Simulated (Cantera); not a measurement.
A Cantera script and what it prints.

```python
import numpy as np
import cantera as ct

gas_names = """
    Br Br2 H HBr H2 N NH NH2 NH3 N2 N2H2 N2H4 Si SiBr SiBr2 SiBr3 SiBr4 SiH SiHBr3 SiH2 SiH2Br2 SiH3
    SiH3Br SiH4 SiN Si2 Si2N Si3
""".split()
cond_names = """
    Br2(cr) Br2(L) Si(cr) Si(L) Si3N4(a)
""".split()


# ... load() reads the species with a 1 bar reference pressure and builds the phases ...
atoms = {
    'Si': {'Si': 1},
    'HBr': {'H': 1, 'Br': 1},
    'N2': {'N': 2},
}
top_T = {'Si3N4(a)': 2400}  # K; cautious upper limits of use, not melting points


# ... equilibrate(T, P, feed) seeds the gas with the atoms and calls Mixture.equilibrate('TP', solver="vcs", rtol=1e-11, max_steps=5000) ...
results = []
feed = {'Si': 1, 'HBr': 23, 'N2': 0.11}  # mol
P = 1300  # Pa
for T in [873, 948, 1023, 1098, 1173, 1248, 1323, 1398, 1473, 1548, 1623]:
    mix = equilibrate(T, P, feed)
    results.append((T, P, feed, dict(zip(mix.species_names, mix.species_moles))))

top = {s: max(r[3][s] / sum(r[3][g] for g in gas_names) for r in results) for s in gas_names}
cols = sorted((s for s in top if top[s] > 1e-05), key=lambda s: -top[s])[:8]
seen = [c for c in cond_names if any(r[3].get(c, 0) > 1e-12 for r in results)]
print("log10 of partial pressures in bar; condensed amounts in mol")
print(f"{'T/K':>10s}" + "".join(f"{s[:9]:>10s}" for s in cols + seen))
for T, P, feed, n in results:
    ng = sum(n[g] for g in gas_names)
    print(f"{T:10.4g}" + "".join(f"{np.log10(max(n[s] / ng * P / 1e5, 1e-99)):10.3f}" for s in cols)
          + "".join(f"{n.get(c, 0):10.4g}" for c in seen))
```

Output:

```
log10 of partial pressures in bar; condensed amounts in mol
       T/K       HBr        Br        H2     SiBr4     SiBr2        N2     SiBr3       Br2
       873    -1.952    -7.055    -2.930    -3.231    -9.924    -4.189    -8.016    -8.140
       948    -1.952    -6.337    -2.930    -3.231    -8.598    -4.189    -7.202    -7.630
      1023    -1.952    -5.723    -2.929    -3.231    -7.471    -4.189    -6.509    -7.194
      1098    -1.952    -5.193    -2.929    -3.232    -6.502    -4.189    -5.913    -6.817
      1173    -1.953    -4.729    -2.928    -3.236    -5.662    -4.190    -5.398    -6.489
      1248    -1.954    -4.321    -2.929    -3.250    -4.936    -4.191    -4.956    -6.200
      1323    -1.955    -3.956    -2.935    -3.293    -4.330    -4.193    -4.599    -5.939
      1398    -1.958    -3.625    -2.953    -3.403    -3.872    -4.199    -4.357    -5.696
      1473    -1.965    -3.330    -2.971    -3.619    -3.574    -4.207    -4.255    -5.485
      1548    -1.980    -3.087    -2.959    -3.964    -3.409    -4.218    -4.290    -5.340
      1623    -2.005    -2.896    -2.909    -4.413    -3.336    -4.228    -4.428    -5.269
```

These are equilibrium values from Cantera (NASA tables, ideal gas, pure condensed phases), not measurements of a reactor. The tables' values for SiBr3 are old estimates; treat these amounts as uncertain.
